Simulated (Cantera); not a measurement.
A Cantera script and what it prints.

```python
import numpy as np
import cantera as ct

gas_names = """
    B BF BF2 BF3 BN B2 F F2 N NF NF2 NF3 N2
""".split()
cond_names = """
    B(b) B(L) BN(s)
""".split()


# ... load() reads the species with a 1 bar reference pressure and builds the phases ...
atoms = {
    'BF3': {'B': 1, 'F': 3},
    'N2': {'N': 2},
}
top_T = {'BN(s)': 3200}  # K; cautious upper limits of use, not melting points


# ... equilibrate(T, P, feed) seeds the gas with the atoms and calls Mixture.equilibrate('TP', solver="vcs", rtol=1e-11, max_steps=5000) ...
results = []
feed = {'BF3': 1, 'N2': 0.42}  # mol
T = 2100  # K
for P in [10, 28, 77, 220, 600, 1700, 4600, 13000, 36000, 100000]:
    mix = equilibrate(T, P, feed)
    results.append((T, P, feed, dict(zip(mix.species_names, mix.species_moles))))

top = {s: max(r[3][s] / sum(r[3][g] for g in gas_names) for r in results) for s in gas_names}
cols = sorted((s for s in top if top[s] > 1e-06), key=lambda s: -top[s])[:6]
seen = [c for c in cond_names if any(r[3].get(c, 0) > 1e-12 for r in results)]
print("log10 of partial pressures in bar; condensed amounts in mol")
print(f"{'P/Pa':>10s}" + "".join(f"{s[:9]:>10s}" for s in cols + seen))
for T, P, feed, n in results:
    ng = sum(n[g] for g in gas_names)
    print(f"{P:10.4g}" + "".join(f"{np.log10(max(n[s] / ng * P / 1e5, 1e-99)):10.3f}" for s in cols)
          + "".join(f"{n.get(c, 0):10.4g}" for c in seen))
```

Output:

```
log10 of partial pressures in bar; condensed amounts in mol
      P/Pa       BF3        N2         F       BF2        BF
        10    -4.171    -4.537    -5.756    -5.768    -7.612
        28    -3.716    -4.086    -5.531    -5.539    -7.607
        77    -3.273    -3.645    -5.311    -5.315    -7.605
       220    -2.814    -3.188    -5.082    -5.085    -7.603
       600    -2.377    -2.752    -4.864    -4.866    -7.602
      1700    -1.923    -2.299    -4.638    -4.639    -7.601
      4600    -1.490    -1.867    -4.422    -4.422    -7.601
   1.3e+04    -1.039    -1.415    -4.196    -4.196    -7.600
   3.6e+04    -0.596    -0.973    -3.975    -3.975    -7.600
     1e+05    -0.152    -0.529    -3.753    -3.753    -7.600
```

Equilibrium computed with Cantera from the NASA thermochemical tables; the gas is ideal and each condensed phase is pure. The tables' values for BF2 are old estimates; treat these amounts as uncertain.
